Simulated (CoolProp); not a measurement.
Vapour-liquid equilibrium of carbon dioxide (1) + R124 (2) at 225.2 K; x and y are mole fractions of (1).

The numbers come from the multi-fluid Helmholtz-energy mixture model, Span 1996 and de Vries 1995; pair parameters Bell 2016 in CoolProp.

```
x      bubble pressure, mixture model (kPa)  bubble pressure, Raoult's law (kPa)  y, mixture model  y, Raoult's law
-----  ------------------------------------  -----------------------------------  ----------------  ---------------
0.05                                  55.60                                52.98             0.708            0.699
0.125                                     …                                107.3             0.859            0.863
0.2                                   159.2                                161.6             0.909            0.917
0.275                                 207.4                                215.9                 …            0.944
0.35                                      …                                270.2             0.951            0.960
0.425                                 303.7                                324.6             0.962            0.970
0.5                                   353.7                                378.9             0.971            0.978
0.575                                 405.7                                433.2             0.978            0.984
0.65                                  460.1                                487.5             0.983            0.988
0.725                                 517.0                                541.8             0.988            0.991
0.8                                   576.4                                596.1             0.992            0.994
0.875                                 637.6                                650.4             0.996            0.997
0.95                                  699.8                                704.8             0.998            0.999
```

**Question.** Complete the blanks.

**Answer.** 
- 0.125, bubble pressure, mixture model (kPa): 109.2
- 0.275, y, mixture model: 0.934
- 0.35, bubble pressure, mixture model (kPa): 255.2

The largest gap from Raoult's law is -6.7 % in bubble pressure, at x = 0.5. No azeotrope shows between x = 0.05 and 0.95.

The pair parameters rest on a limited set of measurements; away from them the model extrapolates. The gap from Raoult's law changes sign with composition, which may be real or a fault of the pair parameters; it wasn't checked against measurements.
